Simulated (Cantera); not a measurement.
A closed system holds: 1 mol SiH4, 5.8 mol N2O, 12 mol N2, at 0.000600 bar.

Method: chemical equilibrium by Gibbs-energy minimisation in Cantera with the NASA 1993 tables (ideal gas, pure condensed phases). Candidate condensed phases: H2O, Si, SiO2, Si2N2O, Si3N4; 35 gas species. Kinetics and transport are ignored.

log p: log10 of the partial pressure in bar; n: condensed amount in mol.

```
T (°C)  log p N2  log p H2O  log p O2  log p NO  log p OH  log p H2  n SiO2(α-quartz)  n SiO2(β-quartz)
------  --------  ---------  --------  --------  --------  --------  ----------------  ----------------
327        -3.29      -4.24     -4.58    -11.23    -15.18      <-15              1.00                 0
377        -3.29      -4.24     -4.58    -10.62    -14.09      <-15              1.00                 0
427        -3.29      -4.24     -4.58    -10.10    -13.17      <-15              1.00                 0
477        -3.29      -4.24     -4.58     -9.64    -12.36      <-15              1.00                 0
527        -3.29      -4.24     -4.58     -9.24    -11.65      <-15              1.00                 0
577        -3.29      -4.24     -4.58     -8.89    -11.03       [?]                 0              1.00
627        -3.29      -4.24     -4.58     -8.58    -10.48       [?]                 0              1.00
677        -3.29      -4.24     -4.58     -8.30     -9.98       [?]                 0              1.00
727        -3.29      -4.24     -4.58     -8.05     -9.53       [?]                 0              1.00
777        -3.29      -4.24     -4.58     -7.82     -9.13       [?]                 0              1.00
827        -3.29      -4.24     -4.58     -7.62     -8.76       [?]                 0              1.00
```

Some entries are withheld; supply them.


- 577, log p H2: -14.28
- 627, log p H2: -13.44
- 677, log p H2: -12.68
- 727, log p H2: -12.00
- 777, log p H2: -11.39
- 827, log p H2: -10.83
